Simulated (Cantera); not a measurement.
What does this Cantera script print?

```python
import numpy as np
import cantera as ct

gas_names = """
    CL CL2 H HCL H2 Si SiCL SiCL2 SiCL3 SiCL4 SiH SiHCL3 SiH2 SiH2CL2 SiH3 SiH3CL SiH4 Si2 Si3
""".split()
cond_names = """
    Si(cr) Si(L)
""".split()


def load(file, names, dense=False):
    # The tables refer to 1 bar. Condensed volumes are neglected.
    table = {s.name: s for s in ct.Species.list_from_file(file)}
    out = []
    for n in names:
        d = dict(table[n].input_data)
        d["thermo"] = dict(d["thermo"], **{"reference-pressure": 1e5})
        if dense:
            d["equation-of-state"] = {"model": "constant-volume", "density": "1e6 g/cm^3"}
        out.append(ct.Species.from_dict(d))
    return out


gas = ct.Solution(thermo="ideal-gas", species=load("nasa_gas.yaml", gas_names))
cond = {s.name: ct.Solution(thermo="fixed-stoichiometry", species=[s], name=s.name)
        for s in load("nasa_condensed.yaml", cond_names, dense=True)}
atoms = {
    'SiH2Cl2': {'Si': 1, 'H': 2, 'CL': 2},
    'H2': {'H': 2},
}
top_T = {}  # K; cautious upper limits of use, not melting points


def equilibrate(T, P, feed):
    n = {}
    for name, mol in feed.items():
        for a, k in atoms[name].items():
            n[a] = n.get(a, 0.0) + k * mol
    gas.TPX = T, P, n
    mass = sum(n.values()) * gas.mean_molecular_weight
    gas.equilibrate("TP")
    valid = [c for c in cond.values() if c.min_temp <= T <= top_T.get(c.name, c.max_temp)]
    mix = ct.Mixture([(gas, mass / gas.mean_molecular_weight)] + [(c, 0.0) for c in valid])
    mix.T, mix.P = T, P
    mix.equilibrate("TP", solver="vcs", rtol=1e-11, max_steps=5000)
    return mix


results = []
feed = {'SiH2Cl2': 1, 'H2': 240}  # mol
P = 3300  # Pa
for T in [1198, 1248, 1298, 1348, 1398, 1448, 1498, 1548, 1598, 1648, 1698, 1748]:
    mix = equilibrate(T, P, feed)
    results.append((T, P, feed, dict(zip(mix.species_names, mix.species_moles))))
    x = sorted(zip(gas.X, gas.species_names), reverse=True)
    print(f"T = {T:g} K  P = {P:g} Pa  gas = {mix.phase_moles(0):.4g} mol")
    print("   x: " + "  ".join(f"{s} {v:.3e}" for v, s in x if v > 1e-05))
    print("   condensed (mol): " + ("  ".join(f"{mix.phase(i).name} {mix.phase_moles(i):.4g}"
          for i in range(1, mix.n_phases) if mix.phase_moles(i) > 1e-12) or "none"))
```

Result:

```
T = 1198 K  P = 3300 Pa  gas = 242 mol
   x: H2 9.919e-01  HCL 7.909e-03  SiCL2 1.485e-04
   condensed (mol): Si(cr) 0.9592
T = 1248 K  P = 3300 Pa  gas = 242 mol
   x: H2 9.919e-01  HCL 7.918e-03  SiCL2 1.586e-04
   condensed (mol): Si(cr) 0.9591
T = 1298 K  P = 3300 Pa  gas = 242 mol
   x: H2 9.919e-01  HCL 7.912e-03  SiCL2 1.679e-04
   condensed (mol): Si(cr) 0.9579
T = 1348 K  P = 3300 Pa  gas = 242 mol
   x: H2 9.919e-01  HCL 7.901e-03  SiCL2 1.766e-04  H 1.268e-05
   condensed (mol): Si(cr) 0.9563
T = 1398 K  P = 3300 Pa  gas = 242 mol
   x: H2 9.919e-01  HCL 7.888e-03  SiCL2 1.848e-04  H 2.594e-05
   condensed (mol): Si(cr) 0.9546
T = 1448 K  P = 3300 Pa  gas = 242 mol
   x: H2 9.919e-01  HCL 7.874e-03  SiCL2 1.925e-04  H 5.053e-05
   condensed (mol): Si(cr) 0.9528
T = 1498 K  P = 3300 Pa  gas = 242 mol
   x: H2 9.918e-01  HCL 7.861e-03  SiCL2 1.998e-04  H 9.421e-05
   condensed (mol): Si(cr) 0.9508
T = 1548 K  P = 3300 Pa  gas = 242 mol
   x: H2 9.918e-01  HCL 7.847e-03  SiCL2 2.066e-04  H 1.688e-04
   condensed (mol): Si(cr) 0.9486
T = 1598 K  P = 3300 Pa  gas = 242 mol
   x: H2 9.917e-01  HCL 7.832e-03  H 2.918e-04  SiCL2 2.130e-04
   condensed (mol): Si(cr) 0.9458
T = 1648 K  P = 3300 Pa  gas = 242.1 mol
   x: H2 9.915e-01  HCL 7.818e-03  H 4.881e-04  SiCL2 2.189e-04
   condensed (mol): Si(cr) 0.9417
T = 1698 K  P = 3300 Pa  gas = 242.1 mol
   x: H2 9.911e-01  HCL 7.808e-03  H 7.925e-04  SiCL2 2.210e-04  Si 1.990e-05  SiH2 1.384e-05
   condensed (mol): Si(L) 0.9357
T = 1748 K  P = 3300 Pa  gas = 242.2 mol
   x: H2 9.906e-01  HCL 7.830e-03  H 1.252e-03  SiCL2 2.062e-04  Si 4.410e-05  SiH2 2.033e-05  SiH 1.061e-05
   condensed (mol): Si(L) 0.9298
```

Equilibrium computed with Cantera from the NASA thermochemical tables; the gas is ideal and each condensed phase is pure. Gases not in the tables: Si2H6 and higher silanes.
